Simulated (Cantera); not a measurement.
A closed system holds: 1 mol SO2, 0.57 mol H2, held at 12.8 Torr.

These are equilibrium values from Cantera (NASA tables, ideal gas, pure condensed phases), not measurements of a reactor. Candidate condensed phases: H2O, H2SO4, S; 19 gas species. Equilibrium is a limit: real reactors are often held back by kinetics, nucleation or transport.

Task: At 1848 K, list the 7 most abundant gas species with their mole fractions, and the condensed phases.

Result: SO2 0.499, H2O 0.303, H2 0.0779, S2 0.0582, SO 0.0514, SH 0.00334, H2S 0.00226. Condensed: gas only.
